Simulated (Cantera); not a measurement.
**Equilibrium for thermal oxidation and active oxidation of silicon: Si + N2O + N2**

Input: 1 mol Si, 0.31 mol N2O, 1.8 mol N2, equilibrated at 5.80 mbar.

Equilibrium computed with Cantera from the NASA thermochemical tables; the gas is ideal and each condensed phase is pure. Candidate condensed phases: Si, SiO2, Si2N2O, Si3N4; 16 gas species. Mutual solubility and eutectic melting of coexisting phases are not modelled. The tables' values for SiN are old estimates; treat these amounts as uncertain. Equilibrium is a limit: real reactors are often held back by kinetics, nucleation or transport.

From 827 °C to 1427 °C the condensed part is Si2N2O(s) + Si3N4(s). At 1527 °C the condensed part is Si(l) + Si2N2O(s). From 1627 °C to 1827 °C the condensed part is Si(l).

```tsv
T (°C)	log p N2	log p SiO	log p Si	log p Si2N	log p SiN	log p Si2	n Si2N2O(s)	n Si3N4(s)	n Si(l)
827	-2.24	-14.12	<-14	<-14	<-14	<-14	0.310	0.127	0
927	-2.24	-11.81	<-14	<-14	<-14	<-14	0.310	0.127	0
1027	-2.24	-9.86	-13.07	<-14	-13.66	<-14	0.310	0.127	0
1127	-2.24	-8.20	-11.09	-13.78	-11.90	<-14	0.310	0.127	0
1227	-2.24	-6.76	-9.37	-11.59	-10.38	-13.65	0.310	0.127	0
1327	-2.24	-5.50	-7.87	-9.69	-9.05	-11.33	0.309	0.127	0
1427	-2.24	-4.40	-6.55	-8.01	-7.88	-9.28	0.299	0.130	0
1527	-2.28	-3.26	-5.50	-6.79	-6.99	-7.72	0.0990	0	0.590
1627	-2.30	-3.13	-4.90	-6.36	-6.52	-6.99	0	0	0.684
1727	-2.30	-3.13	-4.36	-5.98	-6.10	-6.35	0	0	0.670
1827	-2.31	-3.14	-3.87	-5.63	-5.71	-5.76	0	0	0.628
```
log p: log10 of the partial pressure in bar; n: condensed amount in mol.
